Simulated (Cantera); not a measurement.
Input (Python, Cantera):

```python
import numpy as np
import cantera as ct

surf = ct.Interface("diamond.yaml", "diamond_100")
gas, bulk = surf.adjacent["gas"], surf.adjacent["diamond"]
k = surf.kinetics_species_index(bulk.species_names[0])
cover = ["c6HH", "c6H*", "c6*H", "c6**", "c6HM", "c6B"]

rows, drift = [], 0.0
print(f"{'xH':>10s}{'um/h':>11s}" + "".join(f"{s:>11s}" for s in cover))
for v in [0.0001, 0.00026, 0.00066, 0.0017, 0.0044, 0.011, 0.029, 0.074, 0.19]:
    T, P, xH, xCH3 = 1298, 18000, v, 0.00046
    gas.TPX = T, P, {"H": xH, "CH3": xCH3, "CH4": 0.021, "H2": 1 - xH - xCH3 - 0.021}
    surf.TP = bulk.TP = T, P
    surf.coverages = "c6H*:0.1, c6HH:0.9"
    surf.advance_coverages(100.0)
    before = surf.coverages
    surf.advance_coverages(100.0)
    drift = max(drift, np.max(np.abs(surf.coverages - before) / (surf.coverages + 1e-9)))
    rate = surf.net_production_rates[k] * bulk.mean_molecular_weight / bulk.density * 3.6e9
    rows.append([rate, *surf[cover].coverages])
    print(f"{v:10.4g}{rate:11.4e}" + "".join(f"{x:11.3e}" for x in rows[-1][1:]))
```

It prints:

```
        xH       um/h       c6HH       c6H*       c6*H       c6**       c6HM        c6B
    0.0001 8.3826e-01  6.544e-01  2.855e-02  3.061e-01  3.764e-03  1.595e-03  2.275e-09
   0.00026 3.0924e+00  5.248e-01  3.876e-02  4.156e-01  1.069e-02  2.370e-03  8.392e-09
   0.00066 7.6833e+00  4.450e-01  4.461e-02  4.781e-01  2.156e-02  3.049e-03  2.085e-08
    0.0017 1.5422e+01  4.041e-01  4.728e-02  5.063e-01  3.288e-02  3.465e-03  4.185e-08
    0.0044 2.8277e+01  3.861e-01  4.842e-02  5.172e-01  4.064e-02  3.391e-03  7.673e-08
     0.011 4.7982e+01  3.791e-01  4.909e-02  5.215e-01  4.459e-02  2.786e-03  1.302e-07
     0.029 7.4038e+01  3.765e-01  5.000e-02  5.233e-01  4.668e-02  1.801e-03  2.009e-07
     0.074 9.5905e+01  3.756e-01  5.177e-02  5.228e-01  4.797e-02  9.527e-04  2.602e-07
      0.19 1.1088e+02  3.750e-01  5.592e-02  5.187e-01  4.960e-02  4.368e-04  3.009e-07
```

Computed with Cantera and the Harris–Goodwin 1993 mechanism for the reconstructed diamond (100) surface.
